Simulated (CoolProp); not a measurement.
R123 along the isotherm 226.85 °C: Z from the reference equation and from simpler models built on Tc = 183.7 °C, pc = 3662 kPa, ω = 0.282; each cubic takes its own stable root.

The numbers come from the reference Helmholtz-energy equation of state, Younglove 1994 in CoolProp. It is a modified Benedict-Webb-Rubin equation, recast in Helmholtz form.

| p (kPa) | phase | reference |
|---|---|---|
| 28.9 | gas | 0.9980 |
| 48.9 | gas | 0.9967 |
| 82.4 | gas | 0.9944 |
| 139 | gas | 0.9905 |
| 235 | gas | 0.9839 |
| 396 | gas | 0.9727 |
| 669 | gas | 0.9533 |
| 1130 | gas | 0.9194 |
| 1900 | gas | 0.8592 |
| 3210 | gas | 0.7441 |
| 5420 | supercritical | 0.5014 |
| 9150 | supercritical | 0.4178 |

**Question.** How far does each simpler model (van der Waals, Redlich-Kwong, Soave-Redlich-Kwong, Peng-Robinson) lie from the reference over these 12 states: mean and median of the absolute difference, and the worst?

**Answer.** 
- van der Waals: mean 3.2 %, median 0.1 %, worst +24.8 % at 226.85 °C and 9150 kPa
- Redlich-Kwong: mean 1.6 %, median 0.2 %, worst +9.9 % at 226.85 °C and 9150 kPa
- Soave-Redlich-Kwong: mean 2.2 %, median 0.0 %, worst +16.9 % at 226.85 °C and 9150 kPa
- Peng-Robinson: mean 1.3 %, median 0.5 %, worst +7.3 % at 226.85 °C and 9150 kPa
